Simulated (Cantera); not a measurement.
A perfectly stirred reactor is fed with H₂ : O₂ : N₂ = 0.48 : 1 : 1.2 (molar parts), at 0.0385 atm; it is held at 1025 K, and followed from long to short residence time.

Cantera simulation using the H2/O2 subset of GRI-Mech 3.0, which has no nitrogen chemistry; the numbers are that mechanism's predictions, not measurements. Radical loss at walls, strong at low pressure, is not modelled. The temperature is held fixed by assumption; the heat of reaction is taken as removed at once.

Task: Predict: x(H₂) at τ = 1.30 s; x(O₂) at τ = 1.30 s; x(HO₂) at τ = 1.30 s; x(O) at τ = 1.30 s; x(OH) at τ = 1.30 s; x(H₂) at τ = 51.0 ms; x(O₂) at τ = 51.0 ms; x(HO₂) at τ = 51.0 ms; x(O) at τ = 51.0 ms; x(OH) at τ = 51.0 ms.

Result: 
* **x(H₂) at τ = 1.30 s**: 0.000731
* **x(O₂) at τ = 1.30 s**: 0.311
* **x(HO₂) at τ = 1.30 s**: 8.24e-6
* **x(O) at τ = 1.30 s**: 0.000307
* **x(OH) at τ = 1.30 s**: 0.000345
* **x(H₂) at τ = 51.0 ms**: 0.00496
* **x(O₂) at τ = 51.0 ms**: 0.311
* **x(HO₂) at τ = 51.0 ms**: 1.64e-5
* **x(O) at τ = 51.0 ms**: 0.00227
* **x(OH) at τ = 51.0 ms**: 0.00118
